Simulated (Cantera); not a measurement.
An adiabatic, constant-pressure homogeneous reactor starts with CH4 : H2 : O2 : N2 : CO2 = 1 : 0.52 : 2.26 : 8.5 : 0.38 (molar parts), at 975 K and 160000 Pa.

Cantera simulation using GRI-Mech 3.0 (53 species, 325 reactions); the numbers are that mechanism's predictions, not measurements. Below about 1000 K GRI-Mech 3.0 lacks low-temperature oxidation paths.

**Question.** Predict: time of steepest temperature rise; temperature at 2.00 s; equilibrium temperature; x(H2) at 2.00 s; x(O2) at 2.00 s; x(CO) at 2.00 s; x(OH) at 2.00 s.

**Answer.** 
```json
{
 "time_of_steepest_temperature_rise": "26.5 ms",
 "temperature at 2.00 s": "2517 K",
 "equilibrium_temperature": "2517 K",
 "x(H2) at 2.00 s": "0.00874 (gas-phase equilibrium 0.00874)",
 "x(O2) at 2.00 s": "0.0118 (gas-phase equilibrium 0.0118)",
 "x(CO) at 2.00 s": "0.0248 (gas-phase equilibrium 0.0248)",
 "x(OH) at 2.00 s": "0.00898 (gas-phase equilibrium 0.00898)"
}
```
